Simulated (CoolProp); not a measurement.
Saturation properties of cyclohexane (Tc = 553.6 K, pc = 4.081 MPa, ω = 0.209).

Values from CoolProp's reference Helmholtz-energy equation of state, Zhou 2014.

| T (K) | p (MPa) | vapour Z | liquid viscosity (µPa s) | vapour viscosity (µPa s) |
|---|---|---|---|---|
| 435.1 | 0.6976 | 0.8540 | 185 | 10.0 |
| 441.6 | 0.7870 | 0.8410 | 175 | 10.2 |
| 448.2 | 0.8862 | 0.8270 | 165 | 10.4 |
| 454.7 | 0.9926 | 0.8124 | [?] | 10.7 |
| 461.3 | 1.110 | [?] | 149 | [?] |
| 467.8 | 1.235 | [?] | [?] | 11.2 |
| 474.3 | [?] | 0.7630 | 133 | 11.5 |
| 480.9 | 1.519 | 0.7442 | 126 | 11.8 |
| 487.4 | 1.676 | 0.7246 | 119 | 12.2 |

Question: Some entries are withheld; supply them.

Answer: 
- 454.7, liquid viscosity (µPa s): 157
- 461.3, vapour Z: 0.7967
- 461.3, vapour viscosity (µPa s): 10.9
- 467.8, vapour Z: 0.7804
- 467.8, liquid viscosity (µPa s): 141
- 474.3, p (MPa): 1.370

It boils at 353.9 K under 1 atm.

Viscosity comes from a separate model (Tariq 2014).
